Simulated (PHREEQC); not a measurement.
Consider water at 25 °C with 0.041 mol/kgw H2SO4, 0.00046 mol/kgw MnSO4 and 0.011 mol/kgw Fe2(SO4)3. Closed to the air; pH follows from the charge balance.

Model: ion-association model, wateq4f.dat, run in PHREEQC.

Each row changes one thing in this solution. Precipitation was switched off in this run.

```json
[
 {"case": "as made", "pH": "1.42", "ionic strength (mol/kgw)": "0.0960", "HSO4- (mol/kgw)": "0.0327", "SO4-2 (mol/kgw)": "0.0182"},
 {"case": "diluted 100-fold with water", "pH": "3.05", "ionic strength (mol/kgw)": "0.00209", "HSO4- (mol/kgw)": "4.70e-5", "SO4-2 (mol/kgw)": "?"},
 {"case": "H2SO4 replaced by NiSO4 at the same molality", "pH": "2.92", "ionic strength (mol/kgw)": "0.137", "HSO4- (mol/kgw)": "?", "SO4-2 (mol/kgw)": "?"},
 {"case": "MnSO4 left out", "pH": "1.42", "ionic strength (mol/kgw)": "0.0951", "HSO4- (mol/kgw)": "0.0326", "SO4-2 (mol/kgw)": "0.0181"},
 {"case": "Fe2(SO4)3 left out", "pH": "1.35", "ionic strength (mol/kgw)": "0.0667", "HSO4- (mol/kgw)": "0.0288", "SO4-2 (mol/kgw)": "?"}
]
```

Task: Some entries are withheld; supply them.

Result: 
- diluted 100-fold with water, SO4-2 (mol/kgw): 0.000628
- H2SO4 replaced by NiSO4 at the same molality, HSO4- (mol/kgw): 0.00174
- H2SO4 replaced by NiSO4 at the same molality, SO4-2 (mol/kgw): 0.0334
- Fe2(SO4)3 left out, SO4-2 (mol/kgw): 0.0125

Some of these states are supersaturated (in Hematite (slow to form), Goethite (slow to form), for instance).
